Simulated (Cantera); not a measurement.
Charge: 1 mol Si2Cl6, 2.6 mol NH3, at 575 °C and 75.0 Torr.

Equilibrium computed with Cantera from the NASA thermochemical tables; the gas is ideal and each condensed phase is pure. Candidate condensed phases: NH4Cl, Si, Si3N4; 28 gas species. The feed counts by its element totals alone. Rates play no part.

Base state: H2 0.416, HCl 0.357, SiCl4 0.139, N2 0.0878, SiHCl3 0.000262, NH3 1.50e-5 (mole fractions); condensed: Si3N4(s).

What changes in the equilibrium state with this change: Si2Cl6 replaced by SiCl4?


```json
[
 {"species": "H2", "before": "0.416", "after": "0.441"},
 {"species": "HCl", "before": "0.357", "after": "0.340"},
 {"species": "N2", "before": "0.0878", "after": "0.147"},
 {"species": "SiCl4", "before": "0.139", "after": "0.0716"},
 {"species": "SiHCl3", "before": "0.000262", "after": "0.000151"},
 {"species": "NH3", "before": "1.50e-5", "after": "2.12e-5"},
 {"species": "Si3N4(s), mol", "before": "0.362", "after": "0.181"}
]
```

What changes in the equilibrium state with this change: Si2Cl6 replaced by SiF4?


```
species          before     after
-------------  --------  --------
H2                0.416     0.629
N2               0.0878     0.210
SiF4                  0     0.161
HCl               0.357         0
SiCl4             0.139         0
SiHCl3         0.000262         0
HF                    0  0.000147
SiHF3                 0   7.82e-5
NH3             1.50e-5   4.32e-5
Si3N4(s), mol     0.362   3.54e-5
```
